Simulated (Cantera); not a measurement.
Charge: 1 mol CaCO3, 1.6 mol O2, 0.3 mol H2O, equilibrated at 1.70 bar.

Equilibrium computed with Cantera from the NASA thermochemical tables; the gas is ideal and each condensed phase is pure. Candidate condensed phases: C, C6H6, C7H8, C8H18, Ca, CaCO3, CaO, Ca(OH)2, H2O; 115 gas species. Equilibrium is a limit: real reactors are often held back by kinetics, nucleation or transport.

### Question
At 1200 °C, list the 4 most abundant gas species with their mole fractions, and the condensed phases.

### Answer
O2 0.552, CO2 0.345, H2O 0.103, OH 6.98e-5. Condensed: CaO(s).
